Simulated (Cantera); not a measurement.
# Carbothermic reduction: MgO + C + CO

Input: 1 mol MgO, 4.3 mol C, 0.21 mol CO, at 1548 K and 0.100 bar.

Equilibrium computed with Cantera from the NASA thermochemical tables; the gas is ideal and each condensed phase is pure. Candidate condensed phases: C, Mg, MgCO₃, MgO; 15 gas species. Kinetics and transport are ignored.

```
Property                               Value
--------------------------------  ----------
x(CO)                                  1.000
x(Mg)                               0.000272
x(CO₂)                               4.40e-5
n(C(graphite))                      4.30 mol
n(MgO(s))                          1.000 mol
gas amount                        0.2101 mol
log10 activity of Mg(l) (absent)       -5.14
```
